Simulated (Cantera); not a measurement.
A Cantera script and what it prints.

```python
import numpy as np
import cantera as ct

gas_names = [...]  # 76 gases of nasa_gas.yaml made of C, H
cond_names = """
    C(gr) C6H6(L) C7H8(L) C8H18(L),n-octa
""".split()


# ... load() reads the species with a 1 bar reference pressure and builds the phases ...
atoms = {
    'C2H6': {'C': 2, 'H': 6},
    'H2': {'H': 2},
}
top_T = {'C(gr)': 4500}  # K; cautious upper limits of use, not melting points


# ... equilibrate(T, P, feed) seeds the gas with the atoms and calls Mixture.equilibrate('TP', solver="vcs", rtol=1e-11, max_steps=5000) ...
results = []
feed = {'C2H6': 1, 'H2': 8.5}  # mol
P = 1000  # Pa
for T in [1373, 1448, 1523, 1598, 1673, 1748, 1823, 1898, 1973, 2048, 2123, 2198]:
    mix = equilibrate(T, P, feed)
    results.append((T, P, feed, dict(zip(mix.species_names, mix.species_moles))))

top = {s: max(r[3][s] / sum(r[3][g] for g in gas_names) for r in results) for s in gas_names}
cols = sorted((s for s in top if top[s] > 1e-05), key=lambda s: -top[s])[:6]
seen = [c for c in cond_names if any(r[3].get(c, 0) > 1e-12 for r in results)]
print("log10 of partial pressures in bar; condensed amounts in mol")
print(f"{'T/K':>10s}" + "".join(f"{s[:9]:>10s}" for s in cols + seen))
for T, P, feed, n in results:
    ng = sum(n[g] for g in gas_names)
    print(f"{T:10.4g}" + "".join(f"{np.log10(max(n[s] / ng * P / 1e5, 1e-99)):10.3f}" for s in cols)
          + "".join(f"{n.get(c, 0):10.4g}" for c in seen))
```

Output:

```
log10 of partial pressures in bar; condensed amounts in mol
       T/K        H2         H C2H2,acet       CH4     C(gr)
      1373    -2.000    -6.478    -7.762    -6.298     1.999
      1448    -2.000    -6.035    -7.323    -6.477         2
      1523    -2.000    -5.636    -6.928    -6.638     1.999
      1598    -2.000    -5.274    -6.570    -6.784     1.999
      1673    -2.001    -4.944    -6.245    -6.917     1.999
      1748    -2.001    -4.642    -5.948    -7.038     1.997
      1823    -2.002    -4.364    -5.677    -7.151     1.995
      1898    -2.004    -4.109    -5.428    -7.255     1.991
      1973    -2.006    -3.873    -5.200    -7.353     1.985
      2048    -2.010    -3.655    -4.990    -7.447     1.976
      2123    -2.016    -3.453    -4.797    -7.538     1.962
      2198    -2.025    -3.267    -4.621    -7.629     1.943
```

Equilibrium computed with Cantera from the NASA thermochemical tables; the gas is ideal and each condensed phase is pure.
